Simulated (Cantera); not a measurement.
## Pyrogenic steam for wet oxidation

An isothermal, constant-pressure homogeneous reactor starts with 40.9 % H₂, 37.2 % O₂, 21.9 % N₂, equivalence ratio 0.55, at 1275 K and 135 Torr.

Cantera simulation using GRI-Mech 3.0 (53 species, 325 reactions); the numbers are that mechanism's predictions, not measurements. The temperature is held fixed by assumption; the heat of reaction is taken as removed at once.

```
t (s)         x H₂   x O₂     x NO      x OH   x H₂O₂    x NO₂
--------  --------  -----  -------  --------  -------  -------
0.000500   0.00368  0.209  5.99e-6   0.00370  5.23e-6  5.93e-9
0.00148   0.000282  0.210  6.00e-6  0.000979  1.39e-6  3.70e-8
0.00440    3.18e-5  0.210  5.98e-6  0.000364  3.72e-7  5.70e-8
0.0131     5.65e-6  0.210  5.99e-6  0.000167  1.11e-7  4.56e-8
0.0387     1.40e-6  0.210  6.01e-6   8.63e-5  3.59e-8  2.88e-8
0.115      4.29e-7  0.210  6.01e-6   4.85e-5  1.27e-8  2.18e-8
0.341      1.86e-7  0.210  6.01e-6   3.14e-5  5.77e-9  2.63e-8
1.01       1.48e-7  0.210  6.01e-6   2.74e-5  4.54e-9  3.05e-8
3.00       1.47e-7  0.210  6.01e-6   2.73e-5  4.51e-9  3.06e-8
```
x: mole fraction; the columns are a selection and need not sum to one.

Equilibrium at this temperature and pressure: H₂ 1.47e-7, O₂ 0.210, NO 0.000199, OH 2.73e-5, H₂O₂ 4.51e-9, NO₂ 1.02e-6 (gas phase only).
